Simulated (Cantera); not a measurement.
Feed: 1 mol SiH2Cl2, 15 mol NO, 13 mol N2, equilibrated at 0.0280 bar.

Cantera equilibrium calculation (NASA polynomials, part measured and part estimated; ideal gas, pure solids and liquids). Candidate condensed phases: H2O, NH4Cl, Si, SiO2, Si2N2O, Si3N4; 47 gas species. The tables hold silica as quartz up to 1696 K and as liquid above; real silica turns to tridymite and cristobalite and melts near 1996 K. The numbers say what is thermodynamically allowed, not how fast it happens.

Question: Which condensed phases are stable at each of these points (T (K)): 800, 875, 950, 1025, 1100, 1175, 1250, 1325, 1400, 1475?

Answer: 
```json
[
 {"T (K)": "800", "condensed phases": "SiO2(α-quartz)", "Si condensed (%)": "100.0"},
 {"T (K)": "875", "condensed phases": "SiO2(β-quartz)", "Si condensed (%)": "100.0"},
 {"T (K)": "950", "condensed phases": "SiO2(β-quartz)", "Si condensed (%)": "100.0"},
 {"T (K)": "1025", "condensed phases": "SiO2(β-quartz)", "Si condensed (%)": "100.0"},
 {"T (K)": "1100", "condensed phases": "SiO2(β-quartz)", "Si condensed (%)": "100.0"},
 {"T (K)": "1175", "condensed phases": "SiO2(β-quartz)", "Si condensed (%)": "100.0"},
 {"T (K)": "1250", "condensed phases": "SiO2(β-quartz)", "Si condensed (%)": "100.0"},
 {"T (K)": "1325", "condensed phases": "SiO2(β-quartz)", "Si condensed (%)": "100.0"},
 {"T (K)": "1400", "condensed phases": "SiO2(β-quartz)", "Si condensed (%)": "100.0"},
 {"T (K)": "1475", "condensed phases": "SiO2(β-quartz)", "Si condensed (%)": "100.0"}
]
```

At 800 K the condensed part is SiO2(α-quartz). From 875 K to 1475 K the condensed part is SiO2(β-quartz).
